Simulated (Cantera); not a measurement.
A perfectly stirred reactor is fed with C2H4 : H2 = 1 : 8.4 (molar parts), at 97.5 Torr; it is held at 1525 K, and followed from long to short residence time.

Cantera simulation using GRI-Mech 3.0 (53 species, 325 reactions); the numbers are that mechanism's predictions, not measurements. GRI-Mech 3.0 was tuned for natural gas; its chemistry of ethylene as a main component is partial and can be far from experiment. GRI-Mech 3.0 stops at C3 and has no aromatics, soot or wall deposition, so with more carbon than oxygen in the feed, carbon stays in small species such as C2H2 where larger ones or solid carbon would form.

### Question
What does this change do: temperature 1525 to 1475 K?

### Answer
```json
[
 {"quantity": "x(C2H4) at τ = 26.0 s", "before": "0.00230", "after": "0.00364"},
 {"quantity": "x(H2) at τ = 26.0 s", "before": "0.894", "after": "0.890"},
 {"quantity": "x(C2H) at τ = 26.0 s", "before": "1.37e-8", "after": "5.51e-9"},
 {"quantity": "x(CH3) at τ = 26.0 s", "before": "2.38e-5", "after": "1.91e-5"},
 {"quantity": "x(H) at τ = 26.0 s", "before": "6.37e-5", "after": "3.65e-5"},
 {"quantity": "x(C2H4) at τ = 0.220 s", "before": "0.0108", "after": "0.0179"},
 {"quantity": "x(H2) at τ = 0.220 s", "before": "0.902", "after": "0.901"},
 {"quantity": "x(C2H) at τ = 0.220 s", "before": "1.02e-8", "after": "5.15e-9"},
 {"quantity": "x(CH3) at τ = 0.220 s", "before": "1.45e-6", "after": "1.48e-6"},
 {"quantity": "x(H) at τ = 0.220 s", "before": "4.90e-5", "after": "3.64e-5"}
]
```
